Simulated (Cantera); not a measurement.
# Aluminium nitride and oxide growth: Al(CH₃)₃ + NH₃ + N₂ + H₂O

Charge: 1 mol Al(CH₃)₃, 5.7 mol NH₃, 23 mol N₂, 4.1 mol H₂O, at 1.33 mbar.

Equilibrium computed with Cantera from the NASA thermochemical tables; the gas is ideal and each condensed phase is pure. Candidate condensed phases: Al, AlN, Al₂O₃, C, C₆H₆, C₇H₈, C₈H₁₈, H₂O; 148 gas species. The feed counts by its element totals alone. Mutual solubility and eutectic melting of coexisting phases are not modelled. The tables' values for AlOH are old estimates; treat these amounts as uncertain. Condensed phases not in the tables: aluminium oxynitride. Equilibrium is a limit: real reactors are often held back by kinetics, nucleation or transport.

From 700 °C to 1000 °C the condensed part is Al₂O₃(s) + C(graphite). From 1150 °C to 1450 °C the condensed part is AlN(s) + Al₂O₃(s). At 1600 °C the condensed part is Al₂O₃(s).

| T (°C) | x N₂ | x H₂ | x CO | x H | n Al₂O₃(s) | n C(graphite) | n AlN(s) |
|---|---|---|---|---|---|---|---|
| 700 | 0.567 | 0.376 | 0.0570 | 1.82e-8 | 0.500 | 0.400 | 0 |
| 850 | 0.567 | 0.376 | 0.0570 | 7.15e-7 | 0.500 | 0.399 | 0 |
| 1000 | 0.567 | 0.376 | 0.0570 | 1.20e-5 | 0.500 | 0.397 | 0 |
| 1150 | 0.561 | 0.374 | 0.0654 | 0.000111 | 0.367 | 0 | 0.265 |
| 1300 | 0.560 | 0.373 | 0.0654 | 0.000680 | 0.367 | 0 | 0.265 |
| 1450 | 0.559 | 0.371 | 0.0651 | 0.00304 | 0.362 | 0 | 0.190 |
| 1600 | 0.556 | 0.363 | 0.0645 | 0.0107 | 0.348 | 0 | 0 |
x: gas mole fraction; n: condensed amount in mol.
